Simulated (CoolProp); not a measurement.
Vapour-liquid equilibrium of hydrogen sulfide (1) + n-pentane (2) at -47.15 °C; x and y are mole fractions of (1).

The numbers come from the multi-fluid Helmholtz-energy mixture model, Lemmon 2006 and Thol 2019; pair parameters Kunz 2012 in CoolProp.

```csv
x,"bubble pressure, mixture model (bar)","bubble pressure, Raoult's law (bar)","y, mixture model","y, Raoult's law"
0.05,0.1848,0.1103,0.914,0.856
0.2,0.7836,0.3913,0.982,0.966
0.35,1.238,0.6722,0.990,0.984
0.5,1.450,0.9532,0.992,0.991
0.65,1.535,1.234,0.993,0.995
0.8,1.624,1.515,0.995,0.998
0.95,1.803,1.796,0.998,1.000
```

The largest gap from Raoult's law is +100.3 % in bubble pressure, at x = 0.2. No azeotrope shows between x = 0.05 and 0.95.

Pair parameters are fitted to limited data, so mixtures are less certain than the pure fluids. With so large a gap from Raoult's law the liquid may split in two, which this calculation doesn't test in full.
